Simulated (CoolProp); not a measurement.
Nitrogen along the isotherm -137.05 °C: fugacity coefficient from the reference equation and from simpler models built on Tc = -147.0 °C, pc = 3396 kPa, ω = 0.037; each cubic takes its own stable root.

Model: reference Helmholtz-energy equation of state, Span 2000, in CoolProp.

| p (kPa) | phase | reference |
|---|---|---|
| 566 | gas | 0.9564 |
| 1130 | gas | 0.9135 |
| 1700 | gas | 0.8708 |
| 2260 | gas | 0.8293 |
| 2830 | gas | 0.7873 |
| 3400 | supercritical | 0.7454 |
| 3960 | supercritical | 0.7041 |
| 4530 | supercritical | 0.6614 |
| 5090 | supercritical | 0.6194 |
| 5660 | supercritical | 0.5797 |
| 6230 | supercritical | 0.5452 |
| 6790 | supercritical | 0.5163 |
| 7360 | supercritical | 0.4911 |
| 7920 | supercritical | 0.4697 |
| 8490 | supercritical | 0.4509 |

Q: How far does each simpler model (van der Waals, Redlich-Kwong, Soave-Redlich-Kwong, Peng-Robinson) lie from the reference over these 15 states: mean and median of the absolute difference, and the worst?

A: 
- van der Waals: mean 1.5 %, median 1.2 %, worst +4.2 % at -137.05 °C and 8490 kPa
- Redlich-Kwong: mean 0.6 %, median 0.6 %, worst +1.1 % at -137.05 °C and 8490 kPa
- Soave-Redlich-Kwong: mean 0.6 %, median 0.5 %, worst +1.8 % at -137.05 °C and 8490 kPa
- Peng-Robinson: mean 3.6 %, median 4.4 %, worst -4.6 % at -137.05 °C and 5090 kPa
